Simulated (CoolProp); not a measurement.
Properties of hydrogen sulfide along the isobar 148 bar (Tc = 373.1 K, pc = 89.99 bar, ω = 0.101).

Computed with CoolProp (reference Helmholtz-energy equation of state, Lemmon 2006). It is a short technical equation, of lower accuracy than the large ones.

```csv
T (K),phase,Joule-Thomson coefficient (K/MPa),isothermal compressibility (1/MPa),expansivity (1/kK)
229.6,liquid,___,0.001051,1.805
250.7,liquid,-0.2866,0.001343,1.975
271.7,liquid,-0.2347,0.001759,2.203
292.8,liquid,___,0.002388,2.522
313.8,liquid,___,0.003405,2.984
334.9,liquid,0.1500,___,3.721
355.9,liquid,___,0.009190,5.051
377,supercritical,1.151,0.02088,8.181
398,supercritical,2.907,0.07923,18.32
419.1,supercritical,___,0.1332,16.65
440.1,supercritical,5.464,0.1105,9.667
461.2,supercritical,5.266,0.09662,6.714
482.2,supercritical,4.923,___,5.197
```

Q: Complete the blanks.

A: 
- 229.6, Joule-Thomson coefficient (K/MPa): -0.3205
- 292.8, Joule-Thomson coefficient (K/MPa): -0.1566
- 313.8, Joule-Thomson coefficient (K/MPa): -0.03859
- 334.9, isothermal compressibility (1/MPa): 0.005250
- 355.9, Joule-Thomson coefficient (K/MPa): 0.4763
- 419.1, Joule-Thomson coefficient (K/MPa): 5.068
- 482.2, isothermal compressibility (1/MPa): 0.08857
